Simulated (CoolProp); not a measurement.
c-C4F8 (RC318) at 298.15 K and 0.111 MPa is compressed adiabatically to 0.695 MPa with isentropic efficiency 0.85. Each further row changes one setting.

The numbers come from the reference Helmholtz-energy equation of state, Platzer 1990 in CoolProp. This equation is an older, rougher fit.

```csv
case,work (kJ/kg),final temperature (K),final density (kg/m³)
as stated,25.9,337.6,58.6
efficiency 1,22.0,333.3,60.0
efficiency 0.65,33.9,346.3,56.1
```
